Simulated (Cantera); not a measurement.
Feed: 1 mol SiH₂Cl₂, 0.52 mol NH₃, 11 mol N₂, equilibrated at 7.20 Pa.

Method: chemical equilibrium by Gibbs-energy minimisation in Cantera with the NASA 1993 tables (ideal gas, pure condensed phases). Candidate condensed phases: NH₄Cl, Si, Si₃N₄; 28 gas species. Equilibrium is a limit: real reactors are often held back by kinetics, nucleation or transport.

### Question
What share of the Si ends up in condensed phases as a function of T (K), at 875, 1075, 1275, 1475, 1675, 1875, 2075?

### Answer
| T (K) | Si condensed (%) | as |
|---|---|---|
| 875 | 96.7 | Si₃N₄(s) |
| 1075 | 97.8 | Si₃N₄(s) |
| 1275 | 80.6 | Si₃N₄(s) |
| 1475 | 34.5 | Si₃N₄(s) |
| 1675 | 18.2 | Si(s) |
| 1875 | 0.0 | - |
| 2075 | 0.0 | - |
